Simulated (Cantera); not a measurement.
## NO annealing gas

An isothermal, constant-pressure homogeneous reactor starts with NO : N2 = 0.33 : 5.8 (molar parts), at 2100 K and 100.0 Torr.

Detailed kinetics in Cantera: GRI-Mech 3.0 (53 species, 325 reactions).

| t (s) | x NO | x N2O | x NO2 | x O2 | x O | x N2 |
|---|---|---|---|---|---|---|
| 0.000600 | 0.0538 | 4.49e-7 | 6.28e-9 | 3.07e-9 | 6.20e-7 | 0.946 |
| 0.00162 | 0.0538 | 9.18e-7 | 2.67e-8 | 2.54e-8 | 1.96e-6 | 0.946 |
| 0.00437 | 0.0538 | 1.35e-6 | 9.78e-8 | 2.23e-7 | 6.38e-6 | 0.946 |
| 0.0118 | 0.0538 | 1.45e-6 | 3.05e-7 | 1.93e-6 | 1.92e-5 | 0.946 |
| 0.0319 | 0.0537 | 1.44e-6 | 8.15e-7 | 1.56e-5 | 5.18e-5 | 0.946 |
| 0.0861 | 0.0535 | 1.41e-6 | 1.68e-6 | 0.000112 | 0.000110 | 0.946 |
| 0.232 | 0.0526 | 1.35e-6 | 2.33e-6 | 0.000558 | 0.000156 | 0.947 |
| 0.627 | 0.0495 | 1.19e-6 | 3.08e-6 | 0.00203 | 0.000213 | 0.948 |
| 1.69 | 0.0400 | 7.81e-7 | 3.99e-6 | 0.00674 | 0.000335 | 0.953 |
| 4.57 | 0.0183 | 2.16e-7 | 2.85e-6 | 0.0175 | 0.000512 | 0.964 |
| 12.3 | 0.00451 | 8.81e-8 | 8.24e-7 | 0.0244 | 0.000598 | 0.971 |
| 33.3 | 0.00380 | 8.61e-8 | 6.99e-7 | 0.0247 | 0.000602 | 0.971 |
| 90.0 | 0.00380 | 8.61e-8 | 6.99e-7 | 0.0247 | 0.000602 | 0.971 |
x: mole fraction; the columns are a selection and need not sum to one.

Equilibrium at this temperature and pressure: NO 0.00380, N2O 8.61e-8, NO2 6.99e-7, O2 0.0247, O 0.000602, N2 0.971 (gas phase only).
